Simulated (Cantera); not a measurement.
A perfectly stirred reactor is fed with CO : O₂ : H₂O : N₂ = 0.012 : 0.0066 : 0.021 : 1 (molar parts), equivalence ratio 0.91, at 200000 Pa; it is held at 1225 K, and followed from long to short residence time.

Computed with Cantera and GRI-Mech 3.0 (53 species, 325 reactions).

Question: Predict: x(CO) at τ = 1.20 s; x(O₂) at τ = 1.20 s; x(H₂O) at τ = 1.20 s; x(NO) at τ = 1.20 s; x(H₂O₂) at τ = 1.20 s; x(CO) at τ = 33.0 ms; x(O₂) at τ = 33.0 ms; x(H₂O) at τ = 33.0 ms; x(NO) at τ = 33.0 ms; x(H₂O₂) at τ = 33.0 ms.

Answer: 
- x(CO) at τ = 1.20 s: 0.000142
- x(O₂) at τ = 1.20 s: 0.000668
- x(H₂O) at τ = 1.20 s: 0.0203
- x(NO) at τ = 1.20 s: 2.44e-7
- x(H₂O₂) at τ = 1.20 s: 3.01e-8
- x(CO) at τ = 33.0 ms: 0.00133
- x(O₂) at τ = 33.0 ms: 0.00134
- x(H₂O) at τ = 33.0 ms: 0.0200
- x(NO) at τ = 33.0 ms: 2.36e-7
- x(H₂O₂) at τ = 33.0 ms: 1.57e-7
